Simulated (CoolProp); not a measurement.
Computed with CoolProp (reference Helmholtz-energy equation of state, Schmidt 1985).

Task: For oxygen, give the phase and the density (kg/m³) at 97.1 K and 7.94 bar; 111.2 K and 7.94 bar; 167.4 K and 7.94 bar.

Result: 
- 97.1 K and 7.94 bar: liquid; density 1110
- 111.2 K and 7.94 bar: liquid; density 1030
- 167.4 K and 7.94 bar: gas; density 19.1
